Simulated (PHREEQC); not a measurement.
3.3 g of hydrous ferric oxide (600 m²/g; 0.2 weak and 0.005 strong sites per Fe, Dzombak-Morel constants, diffuse double layer) in 1 kg of water with 0.005 mol/kgw of an inert sodium salt, at 25 °C; the pH is set by adding NaOH or the inert anion's acid. Oxygen is held at 0.21 atm. The system is closed to CO2. Precipitation was switched off in this run.

All values are PHREEQC results (ion-association model, wateq4f.dat), not measurements.

| pH | surface charge σ (C/m²) | surface potential ψ (mV) |
|---|---|---|
| 3 | 0.319 | 207 |
| 3.5 | 0.262 | 201 |
| 4 | 0.198 | 190 |
| 4.5 | 0.141 | 175 |
| 5 | 0.096 | 157 |
| 5.5 | 0.062 | 136 |
| 6 | 0.039 | 113 |
| 6.5 | 0.023 | 88 |
| 7 | 0.013 | 62 |
| 7.5 | 0.006 | 34 |
| 8 | 0.001 | 6 |
| 8.5 | -0.004 | -22 |
| 9 | -0.009 | -50 |

The oxide is taken as insoluble; below pH 4 it would dissolve.
